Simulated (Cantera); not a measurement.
**Premixed flame**

A freely propagating, adiabatic, planar premixed flame of H₂ : O₂ : N₂ = 1 : 0.278 : 1.04 (molar parts), unburnt at 325 K and 13300 Pa; mixture-averaged transport, grid criteria slope 0.08 and curve 0.16, no radiation.

Computed with Cantera and the H2/O2 subset of GRI-Mech 3.0, which has no nitrogen chemistry. Burning velocities carry a grid error of a few per cent, more on coarse grids.

| z (mm) | T (K) | u (m/s) | x H₂ | x O₂ | x H₂O | x O | x HO₂ | x H₂O₂ |
|---|---|---|---|---|---|---|---|---|
| -15.3 | 325 | 2.75 | 0.431 | 0.120 | <1e-8 | <1e-8 | <1e-8 | <1e-8 |
| -10.2 | 325 | 2.75 | 0.431 | 0.120 | <1e-8 | <1e-8 | <1e-8 | <1e-8 |
| -7.65 | 325 | 2.75 | 0.431 | 0.120 | <1e-8 | <1e-8 | <1e-8 | <1e-8 |
| -5.10 | 325 | 2.75 | 0.431 | 0.120 | <1e-8 | <1e-8 | <1e-8 | <1e-8 |
| -2.55 | 331 | 2.80 | 0.430 | 0.120 | 8.48e-5 | 8.69e-7 | 5.01e-5 | 2.81e-6 |
| -1.28 | 592 | 4.89 | 0.396 | 0.114 | 0.0193 | 0.000133 | 5.08e-5 | 2.38e-5 |
| 0 | 1031 | 8.27 | 0.270 | 0.0716 | 0.113 | 0.00355 | 1.39e-5 | 2.60e-7 |
| 1.28 | 1288 | 10.3 | 0.167 | 0.0116 | 0.227 | 0.00371 | 2.12e-6 | 2.11e-7 |
| 2.55 | 1384 | 11.0 | 0.156 | 0.00246 | 0.246 | 0.00234 | 4.17e-7 | 1.72e-7 |
| 5.10 | 1486 | 11.7 | 0.163 | 0.00150 | 0.250 | 0.00210 | 2.27e-7 | 1.58e-7 |
| 10.2 | 1603 | 12.5 | 0.172 | 0.00121 | 0.252 | 0.00181 | 1.66e-7 | 1.17e-7 |
| 20.4 | 1726 | 13.3 | 0.182 | 0.000864 | 0.255 | 0.00137 | 1.11e-7 | 6.94e-8 |
| 40.8 | 1842 | 14.1 | 0.191 | 0.000534 | 0.259 | 0.000891 | 6.98e-8 | 3.63e-8 |
x: mole fraction of selected species; z is measured from the peak of heat release.

```
Property                    Result
------------------------  --------
laminar burning velocity  275 cm/s
thermal thickness          5.10 mm
peak x(O)                  0.00483
peak x(HO₂)               0.000125
peak x(H₂O₂)               3.83e-5
grid points                    146
```
